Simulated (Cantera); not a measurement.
Input: 1 mol Si3N4, 3.2 mol H2O, 2.4 mol N2, held at 1348.15 K.

Equilibrium computed with Cantera from the NASA thermochemical tables; the gas is ideal and each condensed phase is pure. Candidate condensed phases: H2O, Si, SiO2, Si2N2O, Si3N4; 35 gas species. Mutual solubility and eutectic melting of coexisting phases are not modelled. The tables hold silica as quartz up to 1696 K and as liquid above; real silica turns to tridymite and cristobalite and melts near 1996 K. Equilibrium is a limit: real reactors are often held back by kinetics, nucleation or transport.

Question: Which condensed phases are stable at each of these points (P (Pa)): 0.100, 1, 10, 100, 1000, 10000, 100000, 1000000?

Answer: 
| P (Pa) | condensed phases | Si condensed (%) |
|---|---|---|
| 0.100 | SiO2(β-quartz) | 6.7 |
| 1 | SiO2(β-quartz) + Si2N2O(s) | 61.2 |
| 10 | SiO2(β-quartz) + Si2N2O(s) | 98.6 |
| 100 | SiO2(β-quartz) + Si2N2O(s) | 99.9 |
| 1000 | SiO2(β-quartz) + Si2N2O(s) | 100.0 |
| 10000 | SiO2(β-quartz) + Si2N2O(s) | 100.0 |
| 100000 | SiO2(β-quartz) + Si2N2O(s) | 100.0 |
| 1000000 | SiO2(β-quartz) + Si2N2O(s) | 100.0 |

At 1.00e-6 bar the condensed part is SiO2(β-quartz). From 1.00e-5 bar to 10.0 bar the condensed part is SiO2(β-quartz) + Si2N2O(s).
